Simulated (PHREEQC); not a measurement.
Dissolve 18 mmol/kgw HF, 6.1 mmol/kgw (CH3)4NF, 8.9 mmol/kgw (NH4)2SiF6 and 0.14 mmol/kgw HCl at 90 °C. Closed to the air; pH follows from the charge balance.

Computed with PHREEQC (ion-association model, wateq4f.dat).

```tsv
quantity	before	after
pH	3.22	3.25
ionic strength (mol/kgw)	0.0334	0.00671
F- (mol/kgw)	0.00646	0.00614
HF2- (mol/kgw)	0.000467	0.000432
H2F2 (mol/kgw)	5.89e-5	5.60e-5
```

Problem. Which change was made?
(A) (NH4)2SiF6 left out
(B) (CH3)4NF from 0.0061 to 0.00122 mol/kgw
(C) (NH4)2SiF6 from 0.0089 to 0.00801 mol/kgw
(D) temperature from 90 to 85 °C

Solution. A, (NH4)2SiF6 left out

Precipitation was switched off in this run. (CH3)4N+ isn't in the database: it is added as a free cation with an ion size of 4 Å. Constants without temperature data keep their 25 °C values here. SiF6-2 is the database's only silicon fluoride.
